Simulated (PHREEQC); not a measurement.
Solution (25 °C): 0.00099 mol/kgw HBr, 0.0011 mol/kgw FeCl3 and 0.00074 mol/kgw KCl. Closed to the air; pH follows from the charge balance.

Equilibrium calculation in PHREEQC: ion-association model, phreeqc.dat.

```json
{
 "pH": "2.75",
 "ionic_strength": "0.00664 mol/kgw",
 "total_alkalinity": "-3.19 meq/kg"
}
```

```
species     molality  activity   log γ
----------  --------  --------  ------
Cl-          0.00402   0.00368  -0.038
H+           0.00191   0.00177  -0.033
Br-         0.000990  0.000906  -0.038
K+          0.000740  0.000678  -0.038
FeOH+2      0.000669  0.000477  -0.147
Fe+3        0.000261  0.000131  -0.301
Fe(OH)2+     9.74e-5   8.95e-5  -0.036
Fe2(OH)2+4   2.43e-5   6.13e-6  -0.599
FeCl+2       2.03e-5   1.45e-5  -0.147
Fe3(OH)4+5   9.89e-7   1.15e-7  -0.935
FeCl2+       2.60e-7   2.39e-7  -0.037
```

No solid was allowed to form. Saturation is exceeded, for instance for Hematite (slow to form), Goethite (slow to form); the values hold only as long as no solid forms.
